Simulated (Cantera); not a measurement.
A closed system holds: 1 mol Si₃N₄, 0.57 mol C, 0.094 mol H₂, equilibrated at 62.0 Pa.

Equilibrium computed with Cantera from the NASA thermochemical tables; the gas is ideal and each condensed phase is pure. Candidate condensed phases: C, C₆H₆, C₇H₈, C₈H₁₈, Si, SiC, Si₃N₄; 105 gas species. The tables' values for SiN are old estimates; treat these amounts as uncertain. The numbers say what is thermodynamically allowed, not how fast it happens.

Task: At 2323 K, list the 6 most abundant gas species with their mole fractions, and the condensed phases.

Result: Si 0.481, N₂ 0.413, Si₂C 0.0420, H 0.0288, SiC₂ 0.0246, H₂ 0.00434. Condensed: SiC(s).
